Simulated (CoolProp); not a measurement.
Vapour-liquid equilibrium of CH2F2 (R32) (1) + dimethyl ether (2) at 25.85 °C; x and y are mole fractions of (1).

The numbers come from the multi-fluid Helmholtz-energy mixture model, Tillner-Roth 1997 and Wu 2011; pair parameters Bell 2016 in CoolProp.

```json
[
 {"x": "0.05", "bubble pressure (MPa)": "0.6498", "y at the bubble point": "0.107", "dew pressure at overall composition x (MPa)": "0.6250", "liquid density (mol/L)": "14.50"},
 {"x": "0.2", "bubble pressure (MPa)": "0.7995", "y at the bubble point": "0.370", "dew pressure at overall composition x (MPa)": "0.6955", "liquid density (mol/L)": "15.04"},
 {"x": "0.35", "bubble pressure (MPa)": "0.9643", "y at the bubble point": "0.562", "dew pressure at overall composition x (MPa)": "0.7856", "liquid density (mol/L)": "15.60"},
 {"x": "0.5", "bubble pressure (MPa)": "1.137", "y at the bubble point": "0.703", "dew pressure at overall composition x (MPa)": "0.9043", "liquid density (mol/L)": "16.18"},
 {"x": "0.65", "bubble pressure (MPa)": "1.312", "y at the bubble point": "0.811", "dew pressure at overall composition x (MPa)": "1.066", "liquid density (mol/L)": "16.80"},
 {"x": "0.8", "bubble pressure (MPa)": "1.488", "y at the bubble point": "0.898", "dew pressure at overall composition x (MPa)": "1.292", "liquid density (mol/L)": "17.45"},
 {"x": "0.95", "bubble pressure (MPa)": "1.667", "y at the bubble point": "0.975", "dew pressure at overall composition x (MPa)": "1.606", "liquid density (mol/L)": "18.15"}
]
```

No azeotrope shows between x = 0.05 and 0.95.

Pair parameters are fitted to limited data, so mixtures are less certain than the pure fluids.
